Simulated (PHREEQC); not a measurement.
Consider water at 11 °C with 0.0081 mol/kgw ZnCl2. Closed to the air; pH follows from the charge balance.

Computed with PHREEQC (ion-association model, phreeqc.dat).

Each row changes one thing in this solution. No solid was allowed to form.

```json
[
 {"case": "as made", "pH": "5.72", "ionic strength (mol/kgw)": "0.0241"},
 {"case": "ZnCl2 replaced by PbCl2 at the same molality", "pH": "___", "ionic strength (mol/kgw)": "0.0212"},
 {"case": "temperature from 11 to 20 °C", "pH": "5.64", "ionic strength (mol/kgw)": "___"},
 {"case": "ZnCl2 from 0.0081 to 0.0405 mol/kgw", "pH": "___", "ionic strength (mol/kgw)": "___"},
 {"case": "diluted 100-fold with water", "pH": "6.70", "ionic strength (mol/kgw)": "0.000243"},
 {"case": "diluted 2-fold with water", "pH": "5.90", "ionic strength (mol/kgw)": "0.0121"}
]
```

Question: Complete the blanks.

Answer: 
- ZnCl2 replaced by PbCl2 at the same molality, pH: 5.01
- temperature from 11 to 20 °C, ionic strength (mol/kgw): 0.0240
- ZnCl2 from 0.0081 to 0.0405 mol/kgw, pH: 5.28
- ZnCl2 from 0.0081 to 0.0405 mol/kgw, ionic strength (mol/kgw): 0.118

Away from 25 °C the constants follow the database's enthalpies or fits; those with neither stay at their 25 °C values.
